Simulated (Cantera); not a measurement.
A perfectly stirred reactor is fed with CH₄ : H₂ : N₂ = 0.033 : 1 : 0.01 (molar parts), at 13300 Pa; it is held at 2225 K, and followed from long to short residence time.

Detailed kinetics in Cantera: GRI-Mech 3.0 (53 species, 325 reactions). GRI-Mech 3.0 stops at C3 and has no aromatics, soot or wall deposition, so with more carbon than oxygen in the feed, carbon stays in small species such as C2H2 where larger ones or solid carbon would form.

### Question
What does this change do: pressure from 13300 Pa to 2670 Pa?

### Answer
| quantity | before | after |
|---|---|---|
| x(CH₄) at τ = 11.0 s | 0.000115 | 6.00e-5 |
| x(H₂) at τ = 11.0 s | 0.958 | 0.938 |
| x(C₂H₄) at τ = 11.0 s | 4.17e-6 | 8.37e-7 |
| x(CH₂) at τ = 11.0 s | 1.05e-6 | 2.65e-6 |
| x(HCN) at τ = 11.0 s | 0.000263 | 0.000311 |
| x(CH₄) at τ = 36.0 ms | 0.00199 | 0.00369 |
| x(H₂) at τ = 36.0 ms | 0.959 | 0.956 |
| x(C₂H₄) at τ = 36.0 ms | 7.36e-6 | 1.31e-5 |
| x(CH₂) at τ = 36.0 ms | 1.22e-5 | 2.71e-5 |
| x(HCN) at τ = 36.0 ms | 8.44e-6 | 4.17e-6 |
Radical loss at walls, strong at low pressure, is not modelled.

### Question
What does this change do: pressure from 13300 Pa to 6600 Pa?

### Answer
```csv
quantity,before,after
x(CH₄) at τ = 11.0 s,0.000115,8.40e-5
x(H₂) at τ = 11.0 s,0.958,0.951
x(C₂H₄) at τ = 11.0 s,4.17e-6,2.05e-6
x(CH₂) at τ = 11.0 s,1.05e-6,1.54e-6
x(HCN) at τ = 11.0 s,0.000263,0.000278
x(CH₄) at τ = 36.0 ms,0.00199,0.00234
x(H₂) at τ = 36.0 ms,0.959,0.957
x(C₂H₄) at τ = 36.0 ms,7.36e-6,7.51e-6
x(CH₂) at τ = 36.0 ms,1.22e-5,1.84e-5
x(HCN) at τ = 36.0 ms,8.44e-6,7.28e-6
```
